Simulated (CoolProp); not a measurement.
Model: reference Helmholtz-energy equation of state, Kamei 1995, in CoolProp.

Problem. For R22, give the phase and the cp (kJ/(kg K)), expansivity (1/kK), viscosity (µPa s) at 424.5 K and 4620 kPa; 449.6 K and 4620 kPa.

Solution. 
- 424.5 K and 4620 kPa: gas; cp 1.04, expansivity 5.39, viscosity 20.6
- 449.6 K and 4620 kPa: gas; cp 0.987, expansivity 4.23, viscosity 21.4

Viscosity comes from a separate model (Bell 2016), an estimate that may be off by 10 % or more.
